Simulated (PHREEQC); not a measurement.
0.29 g of hydrous ferric oxide (600 m²/g; 0.2 weak and 0.005 strong sites per Fe, Dzombak-Morel constants, diffuse double layer) in 1 kg of water with 0.005 mol/kgw of an inert sodium salt and 3e-05 mol/kgw NaH2PO4, at 25 °C; the pH is set by adding NaOH or the inert anion's acid. Oxygen is held at 0.21 atm. CO2 from the air is kept out. Precipitation was switched off in this run.

Computed with PHREEQC (ion-association model, wateq4f.dat).

```
pH    P sorbed (%)  surface charge σ (C/m²)  surface potential ψ (mV)
----  ------------  -----------------------  ------------------------
3            100.0                    0.283                       211
3.38         100.0                    0.241                       205
3.75         100.0                    0.198                       197
4.12         100.0                    0.157                       186
4.5          100.0                    0.121                       172
4.88         100.0                    0.090                       158
5.25         100.0                    0.066                       142
5.62         100.0                    0.047                       125
6            100.0               (withheld)                       107
6.38         100.0                    0.022                        87
6.75         100.0                    0.014                        68
7.12         100.0                    0.009                        47
7.5           99.9               (withheld)                (withheld)
7.88          99.4                    0.001                         5
8.25          97.1                   -0.003                       -16
8.62          87.8                   -0.006                       -36
9             62.1                   -0.011                       -55
```

Q: Fill in the missing entries.

A: 
- 6, surface charge σ (C/m²): 0.033
- 7.5, surface charge σ (C/m²): 0.004
- 7.5, surface potential ψ (mV): 26

H3PO4, which wateq4f.dat lacks, is added to it with the constant of phreeqc.dat. The oxide is taken as insoluble; below pH 4 it would dissolve.
